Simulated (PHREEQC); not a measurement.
A solution holds 0.014 mol/kgw (CH3)4NF, at 20 °C. It is in equilibrium with CO2 at log p = -3.4 (atm). Otherwise closed; pH follows from the charge balance.

Equilibrium calculation in PHREEQC: ion-association model, phreeqc.dat.

No solid was allowed to form.

### Question
What pH does the model give?

### Answer
pH 6.21.

### Question
In which forms is C present?

### Answer
CO2 57 %, HCO3- 43 % of the C.

Complexes and solids missing from the database can't appear. (CH3)4N+ isn't in the database: it is added as a free cation with an ion size of 4 Å.
